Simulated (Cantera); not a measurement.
Input: 1 mol CaO, 2.3 mol HF, 37 mol N₂, equilibrated at 15.0 Torr.

Cantera equilibrium calculation (NASA polynomials, part measured and part estimated; ideal gas, pure solids and liquids). Candidate condensed phases: Ca, CaF₂, CaO, Ca(OH)₂, H₂O; 47 gas species. Mutual solubility and eutectic melting of coexisting phases are not modelled. The numbers say what is thermodynamically allowed, not how fast it happens. All values below are at 1625 K.

Base state: N₂ 0.954, HF 0.0295, H₂O 0.0148, CaF₂ 0.00124, H₂ 0.000137, O₂ 4.55e-5, NO 3.49e-5, OH 2.65e-5 (mole fractions); condensed: CaF₂(s) + CaO(s).

Question: What changes in the equilibrium state with this change: N₂ from 37 to 0.76 mol?

Answer: 
| species | before | after |
|---|---|---|
| H₂O | 0.0148 | 0.467 |
| N₂ | 0.954 | 0.364 |
| HF | 0.0295 | 0.166 |
| CaF₂ | 0.00124 | 0.00124 |
| O₂ | 4.55e-5 | 0.000532 |
| OH | 2.65e-5 | 0.000275 |
| H₂ | 0.000137 | 0.00127 |
| CaF₂(s), mol | 0.530 | 0.974 |
| CaO(s), mol | 0.422 | 0.0230 |
